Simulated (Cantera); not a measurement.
Adiabatic ignition

An adiabatic, constant-pressure homogeneous reactor starts with 3.64 % CH₄, 16.7 % O₂, 75.6 % N₂, 4.00 % H₂O, at 1325 K and 5.70 bar.

Detailed kinetics in Cantera: GRI-Mech 3.0 (53 species, 325 reactions).

```
t (s)     T (K)   x CH₄    x O₂   x H₂O      x NO   x HCN
--------  -----  ------  ------  ------  --------  ------
1.00e-6    1325  0.0364   0.167  0.0400    <1e-12  <1e-12
3.74e-6    1325  0.0364   0.167  0.0400    <1e-12  <1e-12
1.40e-5    1325  0.0364   0.167  0.0400    <1e-12  <1e-12
5.23e-5    1325  0.0364   0.167  0.0400    <1e-12  <1e-12
0.000196   1325  0.0363   0.167  0.0400    <1e-12  <1e-12
0.000731   1327  0.0359   0.167  0.0403    <1e-12  <1e-12
0.00273    2086  <1e-12  0.0941   0.112   2.14e-5  <1e-12
0.0102     2086  <1e-12  0.0940   0.112  0.000117  <1e-12
0.0382     2085  <1e-12  0.0938   0.112  0.000468  <1e-12
0.143      2082  <1e-12  0.0933   0.112   0.00165  <1e-12
0.535      2076  <1e-12  0.0919   0.112   0.00439  <1e-12
2.00       2073  <1e-12  0.0911   0.112   0.00597  <1e-12
```
x: mole fraction; the columns are a selection and need not sum to one.

```yaml
time_of_steepest_temperature_rise: 1.65 ms
temperature at 2.00 s: 2073 K
equilibrium_temperature: 2073 K
x(CH₄) at 2.00 s: <1e-12 (gas-phase equilibrium <1e-12)
x(O₂) at 2.00 s: 0.0911 (gas-phase equilibrium 0.0911)
x(H₂O) at 2.00 s: 0.112 (gas-phase equilibrium 0.112)
```
